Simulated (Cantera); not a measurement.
Charge: 1 mol SiO2, 21 mol Cl2, held at 0.140 bar.

Method: chemical equilibrium by Gibbs-energy minimisation in Cantera with the NASA 1993 tables (ideal gas, pure condensed phases). Candidate condensed phases: Si, SiO2; 15 gas species. The tables hold silica as quartz up to 1696 K and as liquid above; real silica turns to tridymite and cristobalite and melts near 1996 K. Equilibrium is a limit: real reactors are often held back by kinetics, nucleation or transport.

Q: Which condensed phases are stable at each of these points (T (°C)): 400, 450, 500, 550, 600, 650, 700, 750, 800, 850, 900, 950, 1000?

A: 
```
T (°C)  condensed phases  Si condensed (%)
------  ----------------  ----------------
400       SiO2(α-quartz)             100.0
450       SiO2(α-quartz)             100.0
500       SiO2(α-quartz)             100.0
550       SiO2(α-quartz)             100.0
600       SiO2(β-quartz)             100.0
650       SiO2(β-quartz)             100.0
700       SiO2(β-quartz)             100.0
750       SiO2(β-quartz)             100.0
800       SiO2(β-quartz)             100.0
850       SiO2(β-quartz)              99.9
900       SiO2(β-quartz)              99.9
950       SiO2(β-quartz)              99.8
1000      SiO2(β-quartz)              99.7
```

From 400 °C to 550 °C the condensed part is SiO2(α-quartz). From 600 °C to 1000 °C the condensed part is SiO2(β-quartz).
